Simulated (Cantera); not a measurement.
Pyrogenic steam for wet oxidation

An isothermal, constant-pressure homogeneous reactor starts with H2 : O2 : N2 = 1.3 : 1 : 7 (molar parts), equivalence ratio 0.65, at 1250 K and 0.132 atm.

Detailed kinetics in Cantera: the H2/O2 subset of GRI-Mech 3.0, which has no nitrogen chemistry. The temperature is held fixed by assumption; the heat of reaction is taken as removed at once.

| t (s) | x H2 | x O2 | x O | x H | x OH | x H2O |
|---|---|---|---|---|---|---|
| 6.00e-5 | 0.140 | 0.108 | 1.29e-8 | 7.06e-8 | 7.71e-9 | 6.38e-8 |
| 0.000170 | 0.140 | 0.108 | 1.57e-6 | 8.35e-6 | 9.29e-7 | 9.99e-6 |
| 0.000482 | 0.0206 | 0.0547 | 0.0149 | 0.0603 | 0.00435 | 0.0877 |
| 0.00136 | 0.0111 | 0.0467 | 0.00800 | 0.0268 | 0.00330 | 0.120 |
| 0.00387 | 0.00374 | 0.0416 | 0.00202 | 0.00410 | 0.00178 | 0.143 |
| 0.0110 | 0.000493 | 0.0405 | 0.000241 | 0.000175 | 0.000610 | 0.149 |
| 0.0310 | 5.04e-5 | 0.0404 | 2.46e-5 | 5.72e-6 | 0.000196 | 0.150 |
| 0.0879 | 7.59e-6 | 0.0404 | 3.90e-6 | 3.56e-7 | 7.83e-5 | 0.150 |
| 0.249 | 1.68e-6 | 0.0405 | 9.03e-7 | 3.92e-8 | 3.77e-5 | 0.150 |
| 0.706 | 4.75e-7 | 0.0405 | 2.61e-7 | 6.06e-9 | 2.02e-5 | 0.150 |
| 2.00 | 1.63e-7 | 0.0405 | 9.00e-8 | 1.23e-9 | 1.19e-5 | 0.150 |
x: mole fraction; the columns are a selection and need not sum to one.

Equilibrium at this temperature and pressure: H2 7.11e-8, O2 0.0405, O 3.84e-8, H 3.55e-10, OH 7.75e-6, H2O 0.150 (gas phase only).
